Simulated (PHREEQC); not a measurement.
Hard or scaling water

Make-up at 20 °C: 0.00029 mol CaSO4, 0.012 mol CO2 and 0.028 mol NaCl per kg of water. Closed to the air; pH follows from the charge balance.

Model: ion-association model, phreeqc.dat, run in PHREEQC.

This is a speciation only: nothing precipitates in the calculation.

Problem. Estimate the pH, specific conductance.

Solution. pH 4.15; specific conductance 2890 µS/cm.

Problem. In which forms is Ca present?

Solution. Ca+2 99 %, CaSO4 1.3 % of the Ca.

Complexes and solids missing from the database can't appear.
